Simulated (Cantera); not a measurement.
## Catalytic stagnation flow on Pt

A jet of CH4 : O2 : N2 = 0.089 : 0.13 : 0.79 (molar parts), equivalence ratio 1.4 at 300 K and 0.200 bar hits a platinum plate 7.3 cm away at a mass flux of 0.025 kg/m²/s; the plate temperature is set and raised in steps from an oxygen-covered start.

Cantera simulation using Deutschmann's 1995 Pt surface mechanism with GRI-Mech 3.0 gas chemistry; the numbers are that mechanism's predictions, not measurements. Catalytic surfaces can have several steady states; this one follows from the mechanism file's or the stated starting coverage.

```
plate T (K)  wall x CH4  wall x O2  wall x H2O  wall x OH  wall x CO  wall x CO2  θ free Pt      θ H*  θ CO*     θ C*
-----------  ----------  ---------  ----------  ---------  ---------  ----------  ---------  --------  -----  -------
900              0.0107    0.00369       0.140      <1e-8     0.0764     0.00465      0.344  0.000414  0.612   0.0431
950             0.00682    0.00248       0.140      <1e-8     0.0831     0.00145      0.435   0.00166  0.428    0.136
1000            0.00365    0.00144       0.137      <1e-8     0.0844     0.00379      0.589   0.00235  0.351   0.0579
1050            0.00231   0.000985       0.131      <1e-8     0.0800      0.0105      0.733   0.00263  0.245   0.0190
1100            0.00174   0.000787       0.123      <1e-8     0.0717      0.0209      0.843   0.00277  0.147  0.00722
```
x: mole fraction at the wall; θ: surface coverage.
